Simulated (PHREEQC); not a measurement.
Solution (10 °C): 9.8e-05 mol CO2 and 0.00085 mol ZnBr2 per kg of water. Closed to the air; pH follows from the charge balance.

Computed with PHREEQC (ion-association model, wateq4f.dat).

Precipitation was switched off in this run.

**Question.** What pH does the model give?

**Answer.** pH 5.23.

**Question.** In which forms is C present?

**Answer.** CO2 94 %, HCO3- 5.8 %, ZnHCO3+ 0.5 % of the C.

Species that the database lacks are ignored. Constants without temperature data keep their 25 °C values here.
